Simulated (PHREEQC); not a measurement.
# Metal-bearing waste water: an equilibrium model

Consider water at 29 °C with 0.31 mol/kgw CuSO4 and 0.0007 mol/kgw Na2SO4. It is in equilibrium with CO2 at log p = -1 (atm). Otherwise closed; pH follows from the charge balance.

Model: ion-association model, phreeqc.dat, run in PHREEQC.

Precipitation was switched off in this run.

### Question
Estimate the pH, ionic strength, density.

### Answer
pH 4.05; ionic strength 0.564 mol/kgw; density 1.044 g/cm³.

### Question
In which forms is Na present?

### Answer
Na+ 87 %, NaSO4- 13 % of the Na.

Complexes and solids missing from the database can't appear.
